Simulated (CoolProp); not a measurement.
A single-stage vapour-compression cycle with n-butane: evaporating at 276.15 K (dew point), condensing at 305.15 K (bubble point), superheat 0 K, subcooling 8 K, compressor efficiency 0.7, no pressure losses. Each further row changes one setting.

Model: reference Helmholtz-energy equation of state, Bücker 2006, in CoolProp.

```csv
case,cooling COP,pressure ratio,discharge temperature (K),refrigerating effect (kJ/kg),volumetric capacity (kJ/m³)
as stated,6.29,2.60,311.4,332,1020
evaporating temperature 281.15 K,___,2.17,309.9,340,1230
condensing temperature 300.15 K,7.76,2.24,305.7,345,1050
subcooling 13 K,___,2.60,311.4,345,1050
superheat 10 K,6.33,2.60,___,___,1030
compressor efficiency 0.6,5.39,2.60,316.1,332,1020
```

Problem. What belongs in the gaps?

Solution. 
- evaporating temperature 281.15 K, cooling COP: 7.88
- subcooling 13 K, cooling COP: 6.52
- superheat 10 K, discharge temperature (K): 321.5
- superheat 10 K, refrigerating effect (kJ/kg): 349
